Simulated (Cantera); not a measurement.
**MgO + CO + H2 (carbothermic reduction)**

Feed: 1 mol MgO, 15 mol CO, 1.2 mol H2, at 0.0100 bar.

Equilibrium computed with Cantera from the NASA thermochemical tables; the gas is ideal and each condensed phase is pure. Candidate condensed phases: C, C6H6, C7H8, C8H18, H2O, Mg, MgCO3, MgO, Mg(OH)2; 116 gas species. The tables' values for MgH are old estimates; treat these amounts as uncertain. Kinetics and transport are ignored.

| T (°C) | log p CO | log p H2 | log p Mg | log p CO2 | log p H | log p H2O | n MgO(s) |
|---|---|---|---|---|---|---|---|
| 1275 | -2.03 | -3.13 | -5.43 | -5.52 | -6.08 | -6.17 | 0.994 |
| 1350 | -2.03 | -3.13 | -5.08 | -5.17 | -5.73 | -5.78 | 0.986 |
| 1425 | -2.03 | -3.13 | -4.75 | -4.86 | -5.41 | -5.42 | 0.971 |
| 1500 | -2.04 | -3.14 | -4.45 | -4.57 | -5.12 | -5.10 | 0.943 |
| 1575 | -2.04 | -3.15 | -4.18 | -4.30 | -4.85 | -4.81 | 0.893 |
| 1650 | -2.04 | -3.16 | -3.93 | -4.06 | -4.61 | -4.54 | 0.809 |
| 1725 | -2.05 | -3.18 | -3.71 | -3.83 | -4.39 | -4.31 | 0.675 |
| 1800 | -2.06 | -3.22 | -3.50 | -3.63 | -4.19 | -4.10 | 0.468 |
| 1875 | -2.08 | -3.27 | -3.31 | -3.44 | -4.02 | -3.93 | 0.163 |
| 1950 | -2.08 | -3.32 | -3.24 | -3.36 | -3.85 | -3.87 | 0 |
log p: log10 of the partial pressure in bar; n: condensed amount in mol.

From 1275 °C to 1875 °C the condensed part is MgO(s). At 1950 °C nothing is condensed. The main Mg-bearing gas is Mg throughout. The share of Mg in condensed phases is highest at 1275 °C (99.4 %) and lowest at 1950 °C (0.0 %).
